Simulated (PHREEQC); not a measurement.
Make-up at 25 °C: 2 mmol/kgw HF, 6.4 mmol/kgw NH4F and 0.77 mmol/kgw H2SiF6. Closed to the air; pH follows from the charge balance.

Computed with PHREEQC (ion-association model, phreeqc.dat).

**Question.** The ionic strength comes out as 0.00763 mol/kgw. What activity coefficients do H+, NH4+, SiF6-2, HF2-, F- get?

**Answer.** H+ 0.92, NH4+ 0.91, SiF6-2 0.70, HF2- 0.91, F- 0.91.

Precipitation was switched off in this run. SiF6-2 is the database's only silicon fluoride.
